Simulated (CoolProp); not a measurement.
A single-stage vapour-compression cycle with hydrogen sulfide: evaporating at 252.15 K (dew point), condensing at 282.15 K (bubble point), superheat 10 K, subcooling 8 K, compressor efficiency 0.7, no pressure losses. Each further row changes one setting.

Model: reference Helmholtz-energy equation of state, Lemmon 2006, in CoolProp. It is a short technical equation, of lower accuracy than the large ones.

| case | cooling COP | pressure ratio | discharge temperature (K) | refrigerating effect (kJ/kg) | volumetric capacity (kJ/m³) |
|---|---|---|---|---|---|
| as stated | 5.21 | 2.53 | 354.1 | 461 | 4060 |
| evaporating temperature 257.15 K | 6.49 | ? | 341.8 | 464 | 4800 |
| condensing temperature 277.15 K | 6.38 | ? | 339.0 | 472 | 4160 |
| subcooling 13 K | 5.32 | 2.53 | 354.1 | 472 | 4160 |
| superheat 20 K | ? | 2.53 | 367.7 | 472 | 3980 |
| compressor efficiency 0.6 | ? | 2.53 | 367.2 | 461 | 4060 |

### Question
Fill in the missing entries.

### Answer

- evaporating temperature 257.15 K, pressure ratio: 2.13
- condensing temperature 277.15 K, pressure ratio: 2.20
- superheat 20 K, cooling COP: 5.09
- compressor efficiency 0.6, cooling COP: 4.46
